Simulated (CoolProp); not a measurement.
Saturation properties of sulfur hexafluoride (Tc = 318.7 K, pc = 3.755 MPa, ω = 0.210).

Computed with CoolProp (reference Helmholtz-energy equation of state, Guder 2009).

```
T (K)  p (MPa)  vapour Z  liquid viscosity (µPa s)  vapour viscosity (µPa s)
-----  -------  --------  ------------------------  ------------------------
247.4   0.5701    0.8675                       285                      13.2
250.7   0.6365    0.8568                       270                      13.4
254.1   0.7108    0.8453                       255                      13.6
257.4   0.7888    0.8334                       241                      13.8
260.8   0.8757    0.8206                       228                      14.1
264.1   0.9666    0.8075                       216                      14.3
267.5    1.067    0.7933                       204                      14.5
270.8    1.172    0.7788                       192                      14.7
274.1    1.285    0.7635                       182                      15.0
277.5    1.409    0.7469                       171                      15.3
```

Viscosity comes from a separate model (Quiñones-Cisneros 2012).
